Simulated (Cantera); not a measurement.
Charge: 1 mol SiC, 0.0074 mol H2O, 1.7 mol N2, 0.32 mol CO2, at 1875 K and 14.0 Pa.

Equilibrium computed with Cantera from the NASA thermochemical tables; the gas is ideal and each condensed phase is pure. Candidate condensed phases: C, C6H6, C7H8, C8H18, H2O, Si, SiC, SiO2, Si2N2O, Si3N4; 151 gas species. The tables' values for SiN are old estimates; treat these amounts as uncertain. Equilibrium is a limit: real reactors are often held back by kinetics, nucleation or transport.

Base state: N2 0.711, CO 0.209, SiO 0.0612, Si 0.0142, H 0.00239, H2 0.00187, Si2C 0.000220, SiN 5.06e-5 (mole fractions); condensed: SiC(s).

### Question
What changes in the equilibrium state with this change: H2O from 0.0074 to 0.25 mol?

### Answer
```json
[
 {"species": "N2", "before": "0.711", "after": "0.583"},
 {"species": "CO", "before": "0.209", "after": "0.216"},
 {"species": "SiO", "before": "0.0612", "after": "0.0893"},
 {"species": "H2", "before": "0.00187", "after": "0.0779"},
 {"species": "H", "before": "0.00239", "after": "0.0155"},
 {"species": "Si", "before": "0.0142", "after": "0.0168"},
 {"species": "SiH", "before": "6.71e-6", "after": "5.16e-5"},
 {"species": "HCN", "before": "4.86e-5", "after": "0.000239"},
 {"species": "HNC", "before": "2.17e-6", "after": "1.07e-5"},
 {"species": "Si2", "before": "2.33e-5", "after": "3.29e-5"},
 {"species": "SiC(s), mol", "before": "0.818", "after": "0.689"}
]
```

### Question
What changes in the equilibrium state with this change: temperature from 1875 K to 1850 K?

### Answer
```tsv
species	before	after
N2	0.711	0.714
CO	0.209	0.208
SiO	0.0612	0.0639
Si	0.0142	0.00961
Si2C	0.000220	0.000132
Si2	2.33e-5	1.40e-5
Si2N	1.64e-5	1.17e-5
SiC(s), mol	0.818	0.824
```

### Question
What changes in the equilibrium state with this change: CO2 from 0.32 to 0.2 mol?

### Answer
```json
[
 {"species": "N2", "before": "0.711", "after": "0.791"},
 {"species": "CO", "before": "0.209", "after": "0.148"},
 {"species": "SiO", "before": "0.0612", "after": "0.0412"},
 {"species": "Si", "before": "0.0142", "after": "0.0138"},
 {"species": "HCN", "before": "4.86e-5", "after": "5.62e-5"},
 {"species": "H2", "before": "0.00187", "after": "0.00213"},
 {"species": "H", "before": "0.00239", "after": "0.00256"},
 {"species": "Si2", "before": "2.33e-5", "after": "2.21e-5"},
 {"species": "SiN", "before": "5.06e-5", "after": "5.20e-5"},
 {"species": "SiC(s), mol", "before": "0.818", "after": "0.881"}
]
```
